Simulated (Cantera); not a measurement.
**FeS2 + SO2 + H2O (roasting and sulfation)**

A closed system holds: 1 mol FeS2, 0.051 mol SO2, 0.11 mol H2O, equilibrated at 0.160 bar.

Equilibrium computed with Cantera from the NASA thermochemical tables; the gas is ideal and each condensed phase is pure. Candidate condensed phases: Fe, FeO, Fe(OH)2, Fe(OH)3, FeS, FeSO4, FeS2, Fe2O3, Fe2(SO4)3, Fe3O4, H2O, H2SO4, S; 22 gas species. FeS: taken at fixed stoichiometry. Gases not in the tables: S3 to S7. The numbers say what is thermodynamically allowed, not how fast it happens.

```csv
T (K),log p S2,log p H2O,log p SO2,log p H2S,log p S2O,n FeS2(s),n Fe3O4(s),n FeS(s)
748,-4.06,-0.96,-1.30,-3.34,-4.85,1.000,0.000113,0
798,-3.49,-0.97,-1.30,-3.02,-4.45,0.999,0.000271,0
848,-2.96,-0.98,-1.29,-2.72,-4.06,0.995,0,0.00534
898,-1.99,-1.04,-1.30,-2.13,-3.35,0.964,0,0.0361
948,-1.12,-1.43,-1.52,-1.84,-2.82,0.622,0,0.378
998,-0.94,-1.78,-1.77,-1.99,-2.82,0,0,1.00
1048,-0.94,-1.76,-1.78,-2.02,-2.84,0,0,1.00
1098,-0.94,-1.75,-1.78,-2.06,-2.85,0,0,1.00
1148,-0.94,-1.74,-1.79,-2.09,-2.86,0,0,1.00
1198,-0.94,-1.73,-1.79,-2.12,-2.87,0,0,1.00
1248,-0.94,-1.73,-1.80,-2.16,-2.88,0,0,1.00
```
log p: log10 of the partial pressure in bar; n: condensed amount in mol.

From 748 K to 798 K the condensed part is FeS2(s) + Fe3O4(s). From 848 K to 948 K the condensed part is FeS(s) + FeS2(s). From 998 K to 1248 K the condensed part is FeS(s).
